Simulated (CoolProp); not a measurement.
CH3F (R41) along the isotherm 362.6 K: Z from the reference equation and from simpler models built on Tc = 317.3 K, pc = 5.906 MPa, ω = 0.200; each cubic takes its own stable root.

Model: reference Helmholtz-energy equation of state, Lemmon 2006, in CoolProp. It is a short technical equation, of lower accuracy than the large ones.

```csv
p (MPa),phase,reference,Redlich-Kwong,Soave-Redlich-Kwong,Peng-Robinson
2.11,gas,0.9070,?,0.9199,0.9086
4.22,gas,0.8084,?,0.8340,0.8130
6.33,supercritical,0.7029,?,?,0.7135
8.44,supercritical,?,0.6046,0.6477,0.6152
10.5,supercritical,0.4900,?,0.5722,0.5388
12.7,supercritical,0.4274,0.4904,0.5370,0.5014
14.8,supercritical,0.4169,0.5006,0.5384,0.4992
16.9,supercritical,0.4289,0.5240,0.5563,0.5130
19,supercritical,0.4499,0.5530,0.5817,0.5343
21.1,supercritical,0.4749,0.5846,0.6108,0.5594
23.2,supercritical,0.5019,0.6175,0.6420,0.5867
25.3,supercritical,0.5299,0.6511,?,0.6151
27.4,supercritical,0.5584,?,0.7072,0.6443
29.5,supercritical,0.5872,0.7191,0.7405,0.6738
```

Q: Complete the blanks.

A: 
- 2.11, Redlich-Kwong: 0.9143
- 4.22, Redlich-Kwong: 0.8206
- 6.33, Redlich-Kwong: 0.7166
- 6.33, Soave-Redlich-Kwong: 0.7420
- 8.44, reference: 0.5915
- 10.5, Redlich-Kwong: 0.5178
- 25.3, Soave-Redlich-Kwong: 0.6743
- 27.4, Redlich-Kwong: 0.6851
